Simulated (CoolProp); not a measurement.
Vapour-liquid equilibrium of R22 (1) + C3F8 (R218) (2) at 229.6 K; x and y are mole fractions of (1).

Model: multi-fluid Helmholtz-energy mixture model, Kamei 1995 and Lemmon 2006; pair parameters Bell 2016, in CoolProp.

Q: Give the bubble pressure and the first vapour's composition at x = 0.05, 0.25, 0.85. Is there an azeotrope?

A: x = 0.05: 84.54 kPa, y = 0.163; x = 0.25: 110.7 kPa, y = 0.458; x = 0.85: 114.4 kPa, y = 0.698. y crosses x between x = 0.55 and 0.65: the model has an azeotrope there.

Pair parameters are fitted to limited data, so mixtures are less certain than the pure fluids.
